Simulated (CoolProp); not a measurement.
Vapour-liquid equilibrium of carbon dioxide (1) + R22 (2) at 282.2 K; x and y are mole fractions of (1).

The numbers come from the multi-fluid Helmholtz-energy mixture model, Span 1996 and Kamei 1995; pair parameters Bell 2016 in CoolProp.

```
x     bubble pressure, mixture model (MPa)  bubble pressure, Raoult's law (MPa)  y, mixture model  y, Raoult's law
----  ------------------------------------  -----------------------------------  ----------------  ---------------
0.05                                0.7872                               0.8485             0.180            0.259
0.2                                  1.211                                1.409             0.517            0.624
0.35                                 1.696                                1.969             0.697            0.782
0.5                                  2.227                                2.529             0.805            0.869
0.65                                 2.802                                3.090             0.879            0.925
0.8                                  3.427                                3.650             0.935            0.964
0.95                                 4.133                                4.210             0.984            0.992
```

The largest gap from Raoult's law is -14.1 % in bubble pressure, at x = 0.2. No azeotrope shows between x = 0.05 and 0.95.

Pair parameters are fitted to limited data, so mixtures are less certain than the pure fluids.
